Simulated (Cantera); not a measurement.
A closed system holds: 1 mol Zr, 9.4 mol O₂, 66 mol N₂, held at 0.470 Pa.

Method: chemical equilibrium by Gibbs-energy minimisation in Cantera with the NASA 1993 tables (ideal gas, pure condensed phases). Candidate condensed phases: Zr, ZrN, ZrO₂; 13 gas species. Equilibrium is a limit: real reactors are often held back by kinetics, nucleation or transport. All values below are at 1698 K.

Base state: N₂ 0.883, O₂ 0.108, O 0.00664, NO 0.00219 (mole fractions); condensed: ZrO₂(tetragonal).

Question: What changes in the equilibrium state with this change: pressure from 0.470 Pa to 10.0 Pa?

Answer: 
```json
[
 {"species": "N₂", "before": "0.883", "after": "0.885"},
 {"species": "O₂", "before": "0.108", "after": "0.111"},
 {"species": "NO", "before": "0.00219", "after": "0.00222"},
 {"species": "O", "before": "0.00664", "after": "0.00146"},
 {"species": "ZrO₂(tetragonal), mol", "before": "1.00", "after": "1.00"}
]
```
